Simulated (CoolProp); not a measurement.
A simple Rankine cycle with n-nonane: condensing at 331.15 K, boiler at 1.89 MPa, turbine inlet 599 K, turbine efficiency 0.75, pump efficiency 0.8, no recuperator. Each further row changes one setting.

Values from CoolProp's reference Helmholtz-energy equation of state, Lemmon 2006. It is a short technical equation, of lower accuracy than the large ones.

| case | thermal efficiency (%) | net work (kJ/kg) | heat in (kJ/kg) | turbine exit temperature (K) | volume ratio over the turbine |
|---|---|---|---|---|---|
| as stated | 16.6 | 151 | 908 | [?] | 745 |
| condensing temperature 323.15 K | 17.3 | [?] | [?] | [?] | 1110 |
| boiler pressure 1.32 MPa | 15.9 | 149 | 936 | [?] | 424 |
| turbine efficiency 0.65 | 14.4 | 130 | 908 | 527.1 | 757 |

Complete the blanks.


- as stated, turbine exit temperature (K): 519.2
- condensing temperature 323.15 K, net work (kJ/kg): 161
- condensing temperature 323.15 K, heat in (kJ/kg): 927
- condensing temperature 323.15 K, turbine exit temperature (K): 515.4
- boiler pressure 1.32 MPa, turbine exit temperature (K): 530.5
